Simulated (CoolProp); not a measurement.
Model: reference Helmholtz-energy equation of state, Lemmon 2006, in CoolProp. It is a short technical equation, of lower accuracy than the large ones.

For hydrogen sulfide, give the phase and the cv (kJ/(kg K)) at 423 K and 0.138 MPa; 503.3 K and 0.138 MPa; 623.8 K and 0.138 MPa.


- 423 K and 0.138 MPa: gas; cv 0.811
- 503.3 K and 0.138 MPa: gas; cv 0.851
- 623.8 K and 0.138 MPa: gas; cv 0.914
